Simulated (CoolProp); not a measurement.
A closed Brayton cycle with dry air: compressor inlet 306.15 K and 5.5 MPa, high pressure 17.8 MPa, turbine inlet 900 K, compressor efficiency 0.85, turbine efficiency 0.9, recuperator effectiveness 0.8 (on enthalpy, no pinch check). Each further row changes one setting.

Values from CoolProp's reference Helmholtz-energy equation of state, Lemmon 2000. It is a pseudo-pure fit of the blend.

| case | thermal efficiency (%) | net work (kJ/kg) | compressor to turbine work | compressor exit (K) | turbine exit (K) |
|---|---|---|---|---|---|
| as stated | 31.9 | 95.5 | 0.61 | 451.3 | 685.1 |
| turbine inlet 850 K | 29.5 | 81.9 | 0.65 | 451.3 | 645.1 |
| compressor inlet 316.15 K | 30.6 | 90.3 | 0.63 | 465.8 | 685.1 |
| high pressure 15.1 MPa | 32.1 | 89.7 | 0.58 | 428.0 | 711.9 |
| recuperator effectiveness 0.5 | 25.5 | 95.5 | 0.61 | 451.3 | 685.1 |
